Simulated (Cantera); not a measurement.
Input (Python, Cantera):

```python
import numpy as np
import cantera as ct

gas = ct.Solution("gri30.yaml")
gas.TPX = 1375, 830000, {'H2': 1, 'O2': 0.294, 'N2': 1.11}
reactor = ct.IdealGasConstPressureReactor(gas, energy="on", clone=False)
net = ct.ReactorNet([reactor])
net.rtol, net.atol = 1e-08, 1e-16
show = ['H2', 'O2', 'HO2', 'O', 'H2O', 'OH']
times = np.geomspace(5e-06, 2, 15)

steps = ct.SolutionArray(gas, extra=["t"])
rows = []
print(f"{'t/s':>10s}{'T/K':>9s}{'P/Pa':>11s}" + "".join(f"{s:>11s}" for s in show))
for t in times:
    while net.time < t:
        t_next = net.step()
        steps.append(gas.state, t=t_next)
    rows.append([np.interp(t, steps.t, y) for y in (steps.T, steps.P, *steps(*show).X.T)])
    print(f"{t:10.3e}{rows[-1][0]:9.1f}{rows[-1][1]:11.4g}" + "".join(f"{x:11.3e}" for x in rows[-1][2:]))
rate = np.gradient(steps.T, steps.t)
print("integrator steps:", len(steps.t))
if steps.T.max() > steps.T[0] + 200:
    print(f"time of steepest temperature rise: {steps.t[rate.argmax()]:.4e} s")
gas.TPX = 1375, 830000, {'H2': 1, 'O2': 0.294, 'N2': 1.11}
gas.equilibrate("HP")
print(f"equilibrium (HP): T = {gas.T:.1f} K  " + "  ".join(f"{s} {gas[s].X[0]:.3e}" for s in show))
```

It prints:

```
       t/s      T/K       P/Pa         H2         O2        HO2          O        H2O         OH
 5.000e-06   2647.9    8.3e+05  1.782e-01  1.698e-03  5.236e-06  2.858e-03  2.458e-01  1.626e-02
 1.256e-05   2901.1    8.3e+05  1.876e-01  3.638e-04  9.521e-07  6.362e-04  2.636e-01  9.100e-03
 3.157e-05   2922.1    8.3e+05  1.885e-01  2.831e-04  7.119e-07  5.058e-04  2.651e-01  8.222e-03
 7.933e-05   2920.8    8.3e+05  1.888e-01  2.788e-04  7.011e-07  4.991e-04  2.649e-01  8.159e-03
 1.993e-04   2918.5    8.3e+05  1.892e-01  2.725e-04  6.859e-07  4.896e-04  2.645e-01  8.066e-03
 5.008e-04   2917.3    8.3e+05  1.894e-01  2.691e-04  6.778e-07  4.844e-04  2.643e-01  8.016e-03
 1.258e-03   2917.2    8.3e+05  1.894e-01  2.689e-04  6.773e-07  4.841e-04  2.643e-01  8.013e-03
 3.162e-03   2917.2    8.3e+05  1.894e-01  2.689e-04  6.773e-07  4.841e-04  2.643e-01  8.013e-03
 7.946e-03   2917.2    8.3e+05  1.894e-01  2.689e-04  6.773e-07  4.841e-04  2.643e-01  8.013e-03
 1.997e-02   2917.2    8.3e+05  1.894e-01  2.689e-04  6.773e-07  4.841e-04  2.643e-01  8.013e-03
 5.017e-02   2917.2    8.3e+05  1.894e-01  2.689e-04  6.773e-07  4.841e-04  2.643e-01  8.013e-03
 1.261e-01   2917.2    8.3e+05  1.894e-01  2.689e-04  6.773e-07  4.841e-04  2.643e-01  8.013e-03
 3.168e-01   2917.2    8.3e+05  1.894e-01  2.689e-04  6.773e-07  4.841e-04  2.643e-01  8.013e-03
 7.959e-01   2917.2    8.3e+05  1.894e-01  2.689e-04  6.773e-07  4.841e-04  2.643e-01  8.013e-03
 2.000e+00   2917.2    8.3e+05  1.894e-01  2.689e-04  6.773e-07  4.841e-04  2.643e-01  8.013e-03
integrator steps: 1176
time of steepest temperature rise: 3.2784e-06 s
equilibrium (HP): T = 2917.2 K  H2 1.894e-01  O2 2.689e-04  HO2 6.773e-07  O 4.841e-04  H2O 2.643e-01  OH 8.013e-03
```

Model: GRI-Mech 3.0 (53 species, 325 reactions), integrated in Cantera. The hydrogen kinetics of GRI-Mech 3.0 are dated; newer H2 mechanisms differ, most at raised pressure.
